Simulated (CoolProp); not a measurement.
Vapour-liquid equilibrium of n-hexane (1) + m-xylene (2) at 2.47 kPa; x and y are mole fractions of (1).

Model: multi-fluid Helmholtz-energy mixture model, Thol 2019 and Zhou 2012; pair parameters Bell 2016, in CoolProp.

Problem. Give the bubble temperature and the first vapour's composition at x = 0.15, 0.25, 0.65. Is there an azeotrope?

Solution. x = 0.15: 285.2 K, y = 0.827; x = 0.25: 276.0 K, y = 0.919; x = 0.65: 262.1 K, y = 0.984. No azeotrope shows between x = 0.05 and 0.95.

Pair parameters are fitted to limited data, so mixtures are less certain than the pure fluids.
